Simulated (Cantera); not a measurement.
Input: 1 mol SiH4, a varied amount of H2O, 0.093 mol O2, held at 1100 K and 10.0 mbar.

Method: chemical equilibrium by Gibbs-energy minimisation in Cantera with the NASA 1993 tables (ideal gas, pure condensed phases). Candidate condensed phases: H2O, Si, SiO2; 18 gas species. Mutual solubility and eutectic melting of coexisting phases are not modelled. Rates play no part.

**Question.** Which condensed phases are stable at each of these points (n(H2O) (mol)): 0.3, 0.59, 1.1, 2.2, 4.4, 8.5, 17?

**Answer.** 
```tsv
n(H2O) (mol)	condensed phases	Si condensed (%)
0.3	Si(s) + SiO2(β-quartz)	100.0
0.59	Si(s) + SiO2(β-quartz)	100.0
1.1	Si(s) + SiO2(β-quartz)	100.0
2.2	SiO2(β-quartz)	100.0
4.4	SiO2(β-quartz)	100.0
8.5	SiO2(β-quartz)	100.0
17	SiO2(β-quartz)	100.0
```

From 0.3 mol H2O to 1.1 mol H2O the condensed part is Si(s) + SiO2(β-quartz). From 2.2 mol H2O to 17 mol H2O the condensed part is SiO2(β-quartz).
